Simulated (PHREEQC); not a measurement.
Buffer: speciation

Dissolve 0.023 mol/kgw HF, 7.6e-05 mol/kgw NH3 and 0.0013 mol/kgw KCl at 25 °C. Closed to the air; pH follows from the charge balance.

Computed with PHREEQC (ion-association model, wateq4f.dat).

```
Item                       Result
----------------  ---------------
pH                           2.46
ionic strength    0.00512 mol/kgw
total alkalinity     -22.9 meq/kg
```

| species | molality | activity | log γ |
|---|---|---|---|
| HF | 0.0174 | 0.0174 | 0.001 |
| H+ | 0.00375 | 0.00350 | -0.030 |
| F- | 0.00358 | 0.00332 | -0.034 |
| Cl- | 0.00130 | 0.00120 | -0.034 |
| K+ | 0.00130 | 0.00120 | -0.034 |
| H2F2 | 0.000787 | 0.000788 | 0.001 |
| HF2- | 0.000239 | 0.000221 | -0.034 |
| NH4+ | 7.60e-5 | 7.04e-5 | -0.033 |

Precipitation was switched off in this run. Species that the database lacks are ignored. wateq4f.dat counts part of the HF as a dimer, H2F2, which phreeqc.dat doesn't know; its constant is uncertain.
